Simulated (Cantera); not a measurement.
Charge: 1 mol Cu, 0.067 mol CO2, 290 mol H2, equilibrated at 1498.15 K and 0.00280 bar.

These are equilibrium values from Cantera (NASA tables, ideal gas, pure condensed phases), not measurements of a reactor. Candidate condensed phases: C, C6H6, C7H8, C8H18, Cu, CuO, Cu(OH)2, Cu2O, H2O; 113 gas species. The numbers say what is thermodynamically allowed, not how fast it happens.

Base state: H2 0.996, Cu 0.00285, H 0.000325, CO 0.000230, H2O 0.000230 (mole fractions); condensed: Cu(l).

Q: What changes in the equilibrium state with this change: pressure from 0.00280 bar to 0.930 bar?

A: 
```tsv
species	before	after
H2	0.996	1.000
H2O	0.000230	0.000235
CO	0.000230	0.000227
Cu	0.00285	8.57e-6
H	0.000325	1.78e-5
Cu(l), mol	0.171	0.998
```
